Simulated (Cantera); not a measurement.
Mixture: H2 : O2 : N2 = 1 : 0.5 : 2.8 (molar parts), equivalence ratio 1.0, at 20.0 bar, adiabatic and at constant pressure. Ignition delay is the time to a rise of 400 K.

Computed with Cantera and the H2/O2 subset of GRI-Mech 3.0, which has no nitrogen chemistry. The hydrogen kinetics of GRI-Mech 3.0 are dated; newer H2 mechanisms differ, most at raised pressure. The pressure lies above the range GRI-Mech 3.0 was tuned for (to about 10 atm).

Task: At T0 = 1250 K, what is the delay, and which 6 reactions control it most (d ln τ / d ln k, from doubling and halving each rate constant)?

Result: The delay is 49.8 µs.
| reaction | d ln τ / d ln k | faster rate |
|---|---|---|
| H + O2 <=> O + OH | -2.17 | shortens it |
| H + O2 + N2 <=> HO2 + N2 | 0.91 | lengthens it |
| H + O2 + M <=> HO2 + M | 0.50 | lengthens it |
| H + H2O2 <=> H2 + HO2 | -0.43 | shortens it |
| 2 OH (+M) <=> H2O2 (+M) | -0.34 | shortens it |
| H + HO2 <=> 2 OH | -0.24 | shortens it |
